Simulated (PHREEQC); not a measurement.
Solution (25 °C): 0.001 mol (CH3)4NF, 3.2e-05 mol HBr, 0.042 mol ZnCl2 and 0.05 mol CsCl per kg of water. Closed to the air; pH follows from the charge balance.

The numbers come from PHREEQC with the ion-association model, wateq4f.dat.

Each row changes one thing in this solution. This is a speciation only: nothing precipitates in the calculation.

```
case                                     pH  Cl- (mol/kgw)  Zn+2 (mol/kgw)  ZnCl+ (mol/kgw)  F- (mol/kgw)  ZnCl2 (mol/kgw)  SI of Zincite(c) (ZnO)  SI of Zn(OH)2-e (Zn(OH)2)
-------------------------------------  ----  -------------  --------------  ---------------  ------------  ---------------  ----------------------  -------------------------
as made                                4.78          0.129          0.0371          0.00441      0.000840         0.000304                   -3.48                      -3.84
temperature from 25 to 20 °C           4.77          0.130          0.0379          0.00364      0.000845         0.000248                   -3.76                      -3.85
(CH3)4NF from 0.001 to 0.0002 mol/kgw  4.62          0.129          0.0372          0.00442      0.000167         0.000305                   -3.80                      -4.16
diluted 2-fold with water              4.97         0.0654          0.0195          0.00143      0.000445          5.80e-5                   -3.29                      -3.65
0.0086 mol/kgw HCl added               2.20          0.137          0.0370          0.00461      0.000130         0.000335                   -8.63                      -8.99
CsCl from 0.05 to 0.01 mol/kgw         4.78         0.0902          0.0382          0.00343      0.000825         0.000176                   -3.43                      -3.79
```

(CH3)4N+ isn't in the database: it is added as a free cation with an ion size of 4 Å.
